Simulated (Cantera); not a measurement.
Silicon carbide growth: SiH4 + C3H8 + H2 + CH4

Charge: 1 mol SiH4, 0.4 mol C3H8, 2.6 mol H2, 0.15 mol CH4, at 0.440 bar.

Equilibrium computed with Cantera from the NASA thermochemical tables; the gas is ideal and each condensed phase is pure. Candidate condensed phases: C, C6H6, C7H8, C8H18, Si, SiC; 87 gas species. Gases not in the tables: Si2H6 and higher silanes. The numbers say what is thermodynamically allowed, not how fast it happens.

From 1548 K to 2348 K the condensed part is C(graphite) + SiC(s). The main Si-bearing gas is SiH2 at 1548 K and Si at 2348 K.

```tsv
T (K)	log p H2	log p H	log p C2H2 (acetylene)	log p CH4	n C(graphite)	n SiC(s)
1548	-0.36	-4.69	-5.16	-3.40	0.344	1.00
1648	-0.36	-4.23	-4.71	-3.59	0.346	1.000
1748	-0.36	-3.82	-4.30	-3.75	0.346	1.000
1848	-0.36	-3.45	-3.95	-3.90	0.345	1.000
1948	-0.36	-3.13	-3.63	-4.03	0.342	1.000
2048	-0.36	-2.83	-3.34	-4.14	0.335	1.000
2148	-0.36	-2.56	-3.08	-4.25	0.325	0.999
2248	-0.36	-2.32	-2.84	-4.35	0.308	0.998
2348	-0.37	-2.09	-2.63	-4.44	0.283	0.994
```
log p: log10 of the partial pressure in bar; n: condensed amount in mol.
